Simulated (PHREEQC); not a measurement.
Solution (25 °C): 0.003 mol FeCl3, 0.012 mol NiCl2, 3.2e-05 mol H2SO4 and 0.00071 mol Na2SO4 per kg of water. Closed to the air; pH follows from the charge balance.

Computed with PHREEQC (ion-association model, wateq4f.dat).

Each row changes one thing in this solution. No solid was allowed to form.

```
case                                             pH  ionic strength (mol/kgw)  SO4-2 (mol/kgw)  HSO4- (mol/kgw)
---------------------------------------------  ----  ------------------------  ---------------  ---------------
as made                                        2.76                    0.0494         0.000296          2.79e-5
temperature from 25 to 60 °C                   2.62                    0.0481         0.000308          9.19e-5
Na2SO4 replaced by MgSO4 at the same molality  2.76                    0.0501         0.000293          2.76e-5
FeCl3 replaced by AlCl3 at the same molality   3.86                    0.0527         0.000292              [?]
diluted 5-fold with water                      3.21                   0.00981         0.000103          4.59e-6
Na2SO4 from 0.00071 to 0.00355 mol/kgw         2.88                       [?]          0.00170         0.000122
NiCl2 left out                                 2.73                    0.0139         0.000244              [?]
temperature from 25 to 45 °C                   2.67                    0.0485         0.000305          5.56e-5
0.00095 mol/kgw NaHF2 added                     [?]                    0.0482              [?]          3.20e-5
```

Question: What belongs in the gaps?

Answer: 
- FeCl3 replaced by AlCl3 at the same molality, HSO4- (mol/kgw): 2.18e-6
- Na2SO4 from 0.00071 to 0.00355 mol/kgw, ionic strength (mol/kgw): 0.0518
- NiCl2 left out, HSO4- (mol/kgw): 3.09e-5
- 0.00095 mol/kgw NaHF2 added, pH: 2.81
- 0.00095 mol/kgw NaHF2 added, SO4-2 (mol/kgw): 0.000374

Complexes and solids missing from the database can't appear. Some of these states are supersaturated (in Hematite (slow to form), Goethite (slow to form), Jarosite-Na, for instance). Constants without temperature data keep their 25 °C values here. Fluoro complexes past AlF4- and FeF3 are missing from the database.
